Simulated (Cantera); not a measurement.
Input: 1 mol C2H4, 0.52 mol NH3, 5.1 mol N2, held at 2098.15 K and 4300 Pa.

These are equilibrium values from Cantera (NASA tables, ideal gas, pure condensed phases), not measurements of a reactor. Candidate condensed phases: C, C6H6, C7H8, C8H18; 92 gas species. Rates play no part.

Base state: N2 0.650, H2 0.330, HCN 0.00987, H 0.00853, HNC 0.000665, C2H2 (acetylene) 0.000472 (mole fractions); condensed: C(graphite).

Question: What changes in the equilibrium state with this change: temperature from 2098.15 K to 1200 K?

Answer: 
| species | before | after |
|---|---|---|
| N2 | 0.650 | 0.659 |
| H2 | 0.330 | 0.341 |
| CH4 | 1.55e-6 | 7.92e-5 |
| HCN | 0.00987 | 3.53e-5 |
| H | 0.00853 | 5.56e-7 |
| C2H2 (acetylene) | 0.000472 | 3.51e-8 |
| HNC | 0.000665 | 1.76e-7 |
| C(graphite), mol | 1.91 | 2.00 |
